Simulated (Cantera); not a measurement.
Ignition delay

Mixture: 10.3 % CH4, 11.5 % O2, 78.2 % N2, equivalence ratio 1.8, at 0.940 bar, adiabatic and at constant pressure. Ignition delay is the time to a rise of 400 K.

Computed with Cantera and GRI-Mech 3.0 (53 species, 325 reactions).

```json
[
 {"T0 (K)": "1098", "delay (ms)": "552"},
 {"T0 (K)": "1173", "delay (ms)": "176"},
 {"T0 (K)": "1248", "delay (ms)": "61.2"},
 {"T0 (K)": "1323", "delay (ms)": "22.5"},
 {"T0 (K)": "1398", "delay (ms)": "8.77"},
 {"T0 (K)": "1473", "delay (ms)": "3.61"},
 {"T0 (K)": "1548", "delay (ms)": "1.60"}
]
```

```yaml
apparent activation energy between 1398 and 1548 K: 200 kJ/mol
```
